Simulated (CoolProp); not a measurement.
Saturation properties of sulfur dioxide.

The numbers come from the reference Helmholtz-energy equation of state, Gao 2016 in CoolProp.

```csv
T (°C),p (kPa),liquid density (kg/m³),enthalpy of vaporisation (kJ/kg),liquid cp (kJ/(kg K)),vapour Z,surface tension (mN/m)
36.75,571.2,1333,344.0,1.412,0.9113,19.4
46.55,763.4,1304,333.0,1.434,0.8925,17.5
56.35,1001,1273,321.3,1.460,0.8713,15.6
66.05,1287,1241,308.9,1.493,0.8479,13.8
75.85,1633,1208,295.5,1.534,0.8214,12.0
85.65,2045,1171,280.9,1.588,0.7919,10.1
95.45,2529,1133,264.9,1.660,0.7589,8.33
105.25,3093,1090,247.1,1.757,0.7220,6.56
115.05,3746,1043,227.1,1.900,0.6802,4.81
124.85,4496,988.4,203.9,2.126,0.6321,3.11
134.65,5356,923.8,175.9,2.545,0.5751,1.49
144.45,6340,840.1,139.3,3.614,0.5028,-0.00678
```

It boils at -10.0 °C under 1 atm.

Surface tension comes from a separate correlation (Mulero 2012).
